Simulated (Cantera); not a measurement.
A perfectly stirred reactor is fed with 3.18 % C₂H₆, 19.5 % O₂, 73.5 % N₂, 3.82 % CO₂, equivalence ratio 0.57, at 1.00 atm; it is adiabatic with a 300 K inlet, and is followed from long to short residence time, starting on the burning branch (τ in s: 0.13, 0.053, 0.022, 0.0089, 0.0037, 0.0015, 0.00062, 0.00026, 0.00011, 4.3e-05, 1.8e-05, 7.4e-06).

Detailed kinetics in Cantera: GRI-Mech 3.0 (53 species, 325 reactions).

Problem. Predict: blow-out, bracketed by the residence times tried; x(C₂H₆) at τ = 0.130 s; x(O₂) at τ = 0.130 s; x(CO₂) at τ = 0.130 s; x(HO₂) at τ = 0.130 s; x(HCN) at τ = 0.130 s; x(C₂H₆) at τ = 0.620 ms; x(O₂) at τ = 0.620 ms; x(CO₂) at τ = 0.620 ms.

Solution. 
- blow-out, bracketed by the residence times tried = burning at 1.50 ms, out at 0.620 ms
- x(C₂H₆) at τ = 0.130 s = 2.46e-6
- x(O₂) at τ = 0.130 s = 0.0827
- x(CO₂) at τ = 0.130 s = 0.0997
- x(HO₂) at τ = 0.130 s = 2.78e-6
- x(HCN) at τ = 0.130 s = 1.56e-9
- x(C₂H₆) at τ = 0.620 ms = 0.0318
- x(O₂) at τ = 0.620 ms = 0.195
- x(CO₂) at τ = 0.620 ms = 0.0382
